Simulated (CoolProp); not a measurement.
Values from CoolProp's reference Helmholtz-energy equation of state, Lemmon 2006. It is a short technical equation, of lower accuracy than the large ones.

### Question
For hydrogen sulfide, give the phase and the Joule-Thomson coefficient (K/MPa) at 327.15 °C and 1600 kPa; 80.65 °C and 18.3 kPa.

### Answer
- 327.15 °C and 1600 kPa: gas; Joule-Thomson coefficient 3.68
- 80.65 °C and 18.3 kPa: gas; Joule-Thomson coefficient 11.7
